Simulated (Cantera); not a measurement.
Feed: 1 mol FeCl2, 3.7 mol HCl, 10 mol N2, at 1125 K and 0.850 bar.

Method: chemical equilibrium by Gibbs-energy minimisation in Cantera with the NASA 1993 tables (ideal gas, pure condensed phases). Candidate condensed phases: Fe, FeCl2, FeCl3, NH4Cl; 18 gas species. Equilibrium is a limit: real reactors are often held back by kinetics, nucleation or transport.

Base state: N2 0.684, HCl 0.252, FeCl2 0.0579, Fe2Cl4 0.00483, FeCl3 0.000821, H2 0.000411 (mole fractions); condensed: gas only.

Question: What changes in the equilibrium state with this change: temperature from 1125 K to 1350 K?

Answer: 
```tsv
species	before	after
N2	0.684	0.681
HCl	0.252	0.251
FeCl2	0.0579	0.0663
Fe2Cl4	0.00483	0.000513
Cl	5.33e-7	2.76e-5
FeCl3	0.000821	0.000736
H2	0.000411	0.000384
```

Question: What changes in the equilibrium state with this change: pressure from 0.850 bar to 1.33 mbar?

Answer: 
```tsv
species	before	after
N2	0.684	0.680
HCl	0.252	0.252
FeCl2	0.0579	0.0679
Fe2Cl4	0.00483	1.04e-5
Cl	5.33e-7	3.37e-5
FeCl3	0.000821	9.56e-5
H2	0.000411	6.50e-5
```
